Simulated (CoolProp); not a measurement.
Properties of R115 at several states (Tc = 353.1 K, pc = 3.129 MPa, ω = 0.248).

Model: reference Helmholtz-energy equation of state, Lemmon 2016, in CoolProp.

| T (K) | p (MPa) | phase | cp (kJ/(kg K)) | speed of sound (m/s) | Joule-Thomson coefficient (K/MPa) | isothermal compressibility (1/MPa) |
|---|---|---|---|---|---|---|
| 316.2 | 0.0164 | gas | 0.7382 | 135.2 | 11.04 | 61.13 |
| 189.9 | 0.0172 | liquid | 0.8725 | 811.8 | -0.4327 | 0.001360 |
| 463.2 | 11.1 | supercritical | 1.184 | ? | 2.219 | ? |
| 485.7 | 0.857 | gas | 0.9256 | 162.7 | 3.936 | ? |
| 275.2 | 0.106 | gas | 0.6919 | 124.1 | 17.12 | 9.687 |
| 303.4 | 0.134 | gas | 0.7293 | ? | ? | 7.645 |

Task: Complete the blanks.

Result: 
- 463.2, speed of sound (m/s): 166.4
- 463.2, isothermal compressibility (1/MPa): 0.07792
- 485.7, isothermal compressibility (1/MPa): 1.202
- 303.4, speed of sound (m/s): 130.2
- 303.4, Joule-Thomson coefficient (K/MPa): 12.88
